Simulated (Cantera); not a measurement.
## Stirred combustor or abatement burner

A perfectly stirred reactor is fed with 39.8 % H2, 11.7 % O2, 44.2 % N2, 4.38 % H2O, equivalence ratio 1.7, at 510000 Pa; it is adiabatic with a 748 K inlet, and is followed from long to short residence time, starting on the burning branch (τ in s: 0.051, 0.021, 0.0084, 0.0034, 0.0014, 0.00056, 0.00023, 9.2e-05, 3.7e-05, 1.5e-05, 6.1e-06).

Cantera simulation using the H2/O2 subset of GRI-Mech 3.0, which has no nitrogen chemistry; the numbers are that mechanism's predictions, not measurements. The hydrogen kinetics of GRI-Mech 3.0 are dated; newer H2 mechanisms differ, most at raised pressure.

| τ (s) | T (K) | x H2 | x O2 | x H2O | x HO2 | x H2O2 | x H | x OH |
|---|---|---|---|---|---|---|---|---|
| 0.051 | 2420 | 0.184 | 1.66e-5 | 0.313 | 2.15e-8 | 1.44e-8 | 0.00350 | 0.00112 |
| 0.021 | 2418 | 0.184 | 2.64e-5 | 0.312 | 2.88e-8 | 1.69e-8 | 0.00370 | 0.00118 |
| 0.0084 | 2414 | 0.184 | 4.82e-5 | 0.312 | 4.73e-8 | 2.30e-8 | 0.00415 | 0.00132 |
| 0.0034 | 2407 | 0.183 | 9.09e-5 | 0.312 | 9.37e-8 | 3.65e-8 | 0.00507 | 0.00160 |
| 0.0014 | 2393 | 0.183 | 0.000167 | 0.310 | 2.08e-7 | 6.42e-8 | 0.00675 | 0.00209 |
| 0.00056 | 2369 | 0.182 | 0.000308 | 0.309 | 5.00e-7 | 1.18e-7 | 0.00965 | 0.00290 |
| 0.00023 | 2333 | 0.180 | 0.000557 | 0.306 | 1.14e-6 | 2.05e-7 | 0.0140 | 0.00401 |
| 9.2e-5 | 2277 | 0.178 | 0.00103 | 0.302 | 2.48e-6 | 3.37e-7 | 0.0205 | 0.00546 |
| 3.7e-5 | 2198 | 0.175 | 0.00192 | 0.296 | 5.12e-6 | 5.32e-7 | 0.0295 | 0.00703 |
| 1.5e-5 | 2091 | 0.172 | 0.00358 | 0.288 | 1.04e-5 | 8.51e-7 | 0.0411 | 0.00831 |
| 6.1e-6 | 1955 | 0.172 | 0.00687 | 0.277 | 2.22e-5 | 1.44e-6 | 0.0540 | 0.00872 |
x: mole fraction; the columns are a selection and need not sum to one.
